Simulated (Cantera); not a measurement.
A closed system holds: 1 mol SiH₂Cl₂, 3.7 mol N₂, equilibrated at 1.00 bar.

Method: chemical equilibrium by Gibbs-energy minimisation in Cantera with the NASA 1993 tables (ideal gas, pure condensed phases). Candidate condensed phases: NH₄Cl, Si, Si₃N₄; 28 gas species. The tables' values for SiCl₃ are old estimates; treat these amounts as uncertain. The numbers say what is thermodynamically allowed, not how fast it happens. All values below are at 1798 K.

Base state: N₂ 0.635, HCl 0.181, H₂ 0.0998, SiCl₂ 0.0576, SiCl₃ 0.0168, SiCl₄ 0.00795, SiHCl₃ 0.00109, Cl 0.000155 (mole fractions); condensed: Si₃N₄(s).

What changes in the equilibrium state with this change: SiH₂Cl₂ replaced by SiH₄?


```csv
species,before,after
N₂,0.635,0.603
H₂,0.0998,0.397
H,0.000111,0.000222
HCl,0.181,0
SiCl₂,0.0576,0
SiCl₃,0.0168,0
SiCl₄,0.00795,0
SiHCl₃,0.00109,0
Cl,0.000155,0
SiH₂Cl₂,2.72e-5,0
"Si₃N₄(s), mol",0.188,0.333
```
